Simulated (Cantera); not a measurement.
Charge: 1 mol HI, 0.18 mol O₂, 0.071 mol H₂, held at 75.0 Torr.

Cantera equilibrium calculation (NASA polynomials, part measured and part estimated; ideal gas, pure solids and liquids). Candidate condensed phases: H₂O, I₂; 12 gas species. Equilibrium is a limit: real reactors are often held back by kinetics, nucleation or transport.

log p: log10 of the partial pressure in bar; nothing condenses.

| T (°C) | log p I | log p H₂O | log p H₂ | log p H | log p HI | log p OH | log p O |
|---|---|---|---|---|---|---|---|
| 1675 | -1.22 | -1.63 | -1.94 | -3.92 | -2.35 | -4.65 | -6.76 |
| 1750 | -1.22 | -1.63 | -1.93 | -3.69 | -2.43 | -4.37 | -6.27 |
| 1825 | -1.21 | -1.64 | -1.92 | -3.47 | -2.50 | -4.11 | -5.81 |
| 1900 | -1.21 | -1.64 | -1.92 | -3.28 | -2.57 | -3.87 | -5.38 |
| 1975 | -1.21 | -1.64 | -1.92 | -3.09 | -2.64 | -3.64 | -4.98 |
| 2050 | -1.21 | -1.65 | -1.92 | -2.92 | -2.70 | -3.43 | -4.60 |
| 2125 | -1.21 | -1.66 | -1.92 | -2.76 | -2.76 | -3.24 | -4.25 |
| 2200 | -1.21 | -1.67 | -1.92 | ? | ? | ? | ? |
| 2275 | -1.21 | -1.69 | -1.92 | -2.47 | -2.88 | -2.90 | -3.63 |
| 2350 | -1.22 | -1.71 | -1.92 | -2.34 | -2.94 | -2.75 | -3.36 |
| 2425 | -1.23 | -1.75 | -1.92 | ? | -2.99 | ? | ? |
| 2500 | -1.23 | -1.80 | -1.92 | -2.09 | -3.04 | -2.53 | -2.90 |

Question: Some entries are withheld; supply them.

Answer: 
- 2425, log p H: -2.21
- 2425, log p OH: -2.63
- 2425, log p O: -3.12
- 2200, log p H: -2.61
- 2200, log p HI: -2.82
- 2200, log p OH: -3.06
- 2200, log p O: -3.93
